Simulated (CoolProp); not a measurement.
R1233zd(E) at several states: density (kg/m³) from the reference equation and from simpler models built on Tc = 438.9 K, pc = 3583 kPa, ω = 0.304; each cubic takes its own stable root.

Model: reference Helmholtz-energy equation of state, Akasaka 2022, in CoolProp.

| T (K) | p (kPa) | phase | reference |
|---|---|---|---|
| 365.7 | 11 | gas | 0.4731 |
| 428.1 | 609 | gas | 23.98 |
| 269.3 | 134 | liquid | 1330 |

Problem. How far does each simpler model (van der Waals, Soave-Redlich-Kwong, Peng-Robinson) lie from the reference over these 3 states: mean and median of the absolute difference, and the worst?

Solution. 
- van der Waals: mean 33.6 %, median 1.3 %, worst -99.4 % at 269.3 K and 134 kPa
- Soave-Redlich-Kwong: mean 3.5 %, median 0.3 %, worst -10.2 % at 269.3 K and 134 kPa
- Peng-Robinson: mean 0.6 %, median 0.4 %, worst +1.4 % at 269.3 K and 134 kPa

At some of these states van der Waals gives the other phase, because its saturation line lies elsewhere.
